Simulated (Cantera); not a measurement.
**Premixed flame**

A freely propagating, adiabatic, planar premixed flame of 6.76 % CH4, 19.6 % O2, 73.6 % N2, unburnt at 375 K and 113 Torr; multicomponent+Soret transport, grid criteria slope 0.08 and curve 0.16, no radiation.

Computed with Cantera and GRI-Mech 3.0 (53 species, 325 reactions). Burning velocities carry a grid error of a few per cent, more on coarse grids.

```json
[
 {"z (mm)": "-7.62", "T (K)": "375", "u (m/s)": "0.554", "x CH4": "0.0675", "x O2": "0.196", "x HO2": "1.97e-8", "x O": "<1e-8", "x N2O": "<1e-8", "x CH2CO": "<1e-8"},
 {"z (mm)": "-5.08", "T (K)": "376", "u (m/s)": "0.555", "x CH4": "0.0674", "x O2": "0.196", "x HO2": "2.71e-7", "x O": "<1e-8", "x N2O": "<1e-8", "x CH2CO": "<1e-8"},
 {"z (mm)": "-3.81", "T (K)": "379", "u (m/s)": "0.560", "x CH4": "0.0670", "x O2": "0.196", "x HO2": "1.85e-6", "x O": "<1e-8", "x N2O": "<1e-8", "x CH2CO": "<1e-8"},
 {"z (mm)": "-2.54", "T (K)": "416", "u (m/s)": "0.616", "x CH4": "0.0642", "x O2": "0.194", "x HO2": "2.27e-5", "x O": "1.22e-7", "x N2O": "<1e-8", "x CH2CO": "3.38e-8"},
 {"z (mm)": "-1.27", "T (K)": "731", "u (m/s)": "1.09", "x CH4": "0.0474", "x O2": "0.171", "x HO2": "5.24e-5", "x O": "1.09e-5", "x N2O": "<1e-8", "x CH2CO": "1.89e-6"},
 {"z (mm)": "-0.635", "T (K)": "1072", "u (m/s)": "1.61", "x CH4": "0.0278", "x O2": "0.139", "x HO2": "7.85e-5", "x O": "0.000134", "x N2O": "<1e-8", "x CH2CO": "1.11e-5"},
 {"z (mm)": "0", "T (K)": "1401", "u (m/s)": "2.12", "x CH4": "0.00757", "x O2": "0.101", "x HO2": "0.000100", "x O": "0.00121", "x N2O": "1.32e-8", "x CH2CO": "1.88e-5"},
 {"z (mm)": "0.635", "T (K)": "1534", "u (m/s)": "2.33", "x CH4": "0.000728", "x O2": "0.0797", "x HO2": "1.88e-5", "x O": "0.00410", "x N2O": "2.39e-8", "x CH2CO": "3.20e-6"},
 {"z (mm)": "1.27", "T (K)": "1571", "u (m/s)": "2.38", "x CH4": "3.95e-5", "x O2": "0.0720", "x HO2": "5.06e-6", "x O": "0.00574", "x N2O": "3.19e-8", "x CH2CO": "1.28e-7"},
 {"z (mm)": "2.54", "T (K)": "1611", "u (m/s)": "2.42", "x CH4": "9.37e-8", "x O2": "0.0672", "x HO2": "3.78e-6", "x O": "0.00619", "x N2O": "3.72e-8", "x CH2CO": "<1e-8"},
 {"z (mm)": "5.08", "T (K)": "1663", "u (m/s)": "2.49", "x CH4": "<1e-8", "x O2": "0.0647", "x HO2": "3.18e-6", "x O": "0.00556", "x N2O": "4.01e-8", "x CH2CO": "<1e-8"},
 {"z (mm)": "10.2", "T (K)": "1724", "u (m/s)": "2.57", "x CH4": "<1e-8", "x O2": "0.0632", "x HO2": "2.45e-6", "x O": "0.00418", "x N2O": "4.65e-8", "x CH2CO": "<1e-8"},
 {"z (mm)": "20.3", "T (K)": "1783", "u (m/s)": "2.65", "x CH4": "<1e-8", "x O2": "0.0621", "x HO2": "1.68e-6", "x O": "0.00264", "x N2O": "5.78e-8", "x CH2CO": "<1e-8"}
]
```
x: mole fraction of selected species; z is measured from the peak of heat release.

* **laminar burning velocity**: 55.4 cm/s
* **thermal thickness**: 2.54 mm
* **peak x(HO2)**: 0.000115
* **peak x(O)**: 0.00620
* **peak x(CH2CO)**: 2.02e-5
* **grid points**: 142
